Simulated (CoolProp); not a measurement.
Properties of o-xylene along the isotherm 561.3 K.

The numbers come from the reference Helmholtz-energy equation of state, Zhou 2012 in CoolProp.

```
p (kPa)   phase  viscosity (µPa s)  Prandtl number
-------  ------  -----------------  --------------
59.1        gas               12.1           0.684
112         gas               12.1           0.687
212         gas               12.2           0.693
403         gas               12.3           0.704
763         gas               12.4               …
1450        gas                  …               …
2740     liquid                103            3.74
5200     liquid                112            3.84
9860     liquid                125               …
18700    liquid                145            4.26
```

### Question
Fill in the missing entries.

### Answer

- 763, Prandtl number: 0.729
- 1450, viscosity (µPa s): 12.8
- 1450, Prandtl number: 0.804
- 9860, Prandtl number: 4.01

Viscosity comes from a separate model (Cao 2016). Thermal conductivity comes from a separate model (Mylona 2014).
